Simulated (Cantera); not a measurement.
## Reactions in the system C-O-Ta

Cantera with NASA thermochemical tables; ideal gases at 1 bar, condensed phases pure. Values are per mole of reaction as written; species without (g) are pure solids or liquids, kept so even where they would boil at 1 bar. TaC: taken at fixed stoichiometry.

2 CO(g) + TaO2(g) = 2 CO2(g) + Ta

```
T (K)  ΔH° (kJ)  ΔS° (J/K)  ΔG° (kJ)  log10 K
-----  --------  ---------  --------  -------
300      -365.1     -206.6    -303.2    52.78
723      -362.9     -202.7    -216.3    15.63
873      -361.1     -200.5    -186.1    11.13
1023     -359.0     -198.3    -156.2     7.97
1173     -356.7     -196.2    -126.6     5.64
1323     -354.2     -194.2     -97.3     3.84
```

7 O(g) + 2 TaC = Ta2O5 + 2 CO(g)

| T (K) | ΔH° (kJ) | ΔS° (J/K) | ΔG° (kJ) | log10 K |
|---|---|---|---|---|
| 300 | -3723.1 | -673.9 | -3521.0 | 613.04 |
| 723 | -3732.0 | -693.8 | -3230.4 | 233.38 |
| 873 | -3732.9 | -695.0 | -3126.2 | 187.05 |
| 1023 | -3733.1 | -695.1 | -3021.9 | 154.30 |
| 1173 | -3732.8 | -694.9 | -2917.7 | 129.92 |
| 1323 | -3732.2 | -694.4 | -2813.5 | 111.08 |
